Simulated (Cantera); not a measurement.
Charge: 1 mol borazine, 0.05 mol O2, equilibrated at 0.100 bar.

Cantera equilibrium calculation (NASA polynomials, part measured and part estimated; ideal gas, pure solids and liquids). Candidate condensed phases: B, BN, B2O3, B3O3H3, H2O; 39 gas species. The feed counts by its element totals alone. The tables' values for BH2 are old estimates; treat these amounts as uncertain. The numbers say what is thermodynamically allowed, not how fast it happens.

Question: At 2073 K, list the 4 most abundant gas species with their mole fractions, and the condensed phases.

Answer: H2 0.945, HBO 0.0254, N2 0.0161, H 0.00809. Condensed: BN(s).
